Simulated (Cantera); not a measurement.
**Na₂CO₃ + CO₂ + O₂ (calcination and drying)**

Feed: 1 mol Na₂CO₃, 2.2 mol CO₂, 0.2 mol O₂, at 1.00 bar.

Equilibrium computed with Cantera from the NASA thermochemical tables; the gas is ideal and each condensed phase is pure. Candidate condensed phases: C, Na, NaO₂, Na₂CO₃, Na₂O, Na₂O₂; 16 gas species. Kinetics and transport are ignored.

From 873 K to 1023 K the condensed part is Na₂CO₃(s). From 1173 K to 2073 K the condensed part is Na₂CO₃(l). At 2223 K nothing is condensed.

```json
[
 {"T (K)": "873", "log p CO₂": "-0.04", "log p Na": "<-12", "log p O₂": "-1.08", "log p NaO": "<-12", "log p CO": "-11.86", "log p O": "<-12", "log p Na₂O": "<-12", "log p Na₂": "<-12", "n Na₂CO₃(s)": "1.00", "n Na₂CO₃(l)": "0"},
 {"T (K)": "1023", "log p CO₂": "-0.04", "log p Na": "-11.86", "log p O₂": "-1.08", "log p NaO": "<-12", "log p CO": "-9.38", "log p O": "-10.05", "log p Na₂O": "<-12", "log p Na₂": "<-12", "n Na₂CO₃(s)": "1.00", "n Na₂CO₃(l)": "0"},
 {"T (K)": "1173", "log p CO₂": "-0.04", "log p Na": "-8.92", "log p O₂": "-1.08", "log p NaO": "-9.82", "log p CO": "-7.54", "log p O": "-8.39", "log p Na₂O": "<-12", "log p Na₂": "<-12", "n Na₂CO₃(s)": "0", "n Na₂CO₃(l)": "1.00"},
 {"T (K)": "1323", "log p CO₂": "-0.04", "log p Na": "-6.72", "log p O₂": "-1.08", "log p NaO": "-7.74", "log p CO": "-6.12", "log p O": "-7.11", "log p Na₂O": "-11.58", "log p Na₂": "<-12", "n Na₂CO₃(s)": "0", "n Na₂CO₃(l)": "1.00"},
 {"T (K)": "1473", "log p CO₂": "-0.04", "log p Na": "-5.00", "log p O₂": "-1.08", "log p NaO": "-6.11", "log p CO": "-4.99", "log p O": "-6.09", "log p Na₂O": "-9.15", "log p Na₂": "-11.58", "n Na₂CO₃(s)": "0", "n Na₂CO₃(l)": "1.000"},
 {"T (K)": "1623", "log p CO₂": "-0.04", "log p Na": "-3.60", "log p O₂": "-1.08", "log p NaO": "-4.80", "log p CO": "-4.07", "log p O": "-5.26", "log p Na₂O": "-7.20", "log p Na₂": "-9.05", "n Na₂CO₃(s)": "0", "n Na₂CO₃(l)": "1.000"},
 {"T (K)": "1773", "log p CO₂": "-0.04", "log p Na": "-2.46", "log p O₂": "-1.08", "log p NaO": "-3.72", "log p CO": "-3.31", "log p O": "-4.57", "log p Na₂O": "-5.60", "log p Na₂": "-6.99", "n Na₂CO₃(s)": "0", "n Na₂CO₃(l)": "0.996"},
 {"T (K)": "1923", "log p CO₂": "-0.06", "log p Na": "-1.51", "log p O₂": "-1.06", "log p NaO": "-2.81", "log p CO": "-2.70", "log p O": "-3.97", "log p Na₂O": "-4.27", "log p Na₂": "-5.26", "n Na₂CO₃(s)": "0", "n Na₂CO₃(l)": "0.958"},
 {"T (K)": "2073", "log p CO₂": "-0.18", "log p Na": "-0.66", "log p O₂": "-0.98", "log p NaO": "-1.97", "log p CO": "-2.31", "log p O": "-3.43", "log p Na₂O": "-3.03", "log p Na₂": "-3.73", "n Na₂CO₃(s)": "0", "n Na₂CO₃(l)": "0.543"},
 {"T (K)": "2223", "log p CO₂": "-0.27", "log p Na": "-0.49", "log p O₂": "-0.94", "log p NaO": "-1.82", "log p CO": "-1.96", "log p O": "-2.97", "log p Na₂O": "-3.09", "log p Na₂": "-3.52", "n Na₂CO₃(s)": "0", "n Na₂CO₃(l)": "0"}
]
```
log p: log10 of the partial pressure in bar; n: condensed amount in mol.
